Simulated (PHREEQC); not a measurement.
**Buffer**

Make-up at 33 °C: 0.0029 mol H3BO3, 0.25 mol K2HPO4 and 7.1e-05 mol KCl per kg of water. Closed to the air; pH follows from the charge balance.

All values are PHREEQC results (ion-association model, phreeqc.dat), not measurements.

This is a speciation only: nothing precipitates in the calculation.

Q: Predict the pH, ionic strength.

A: pH 8.71; ionic strength 0.682 mol/kgw.

Q: In which forms is B present?

A: H3BO3 65 %, H2BO3- 35 % of the B.

Complexes and solids missing from the database can't appear.
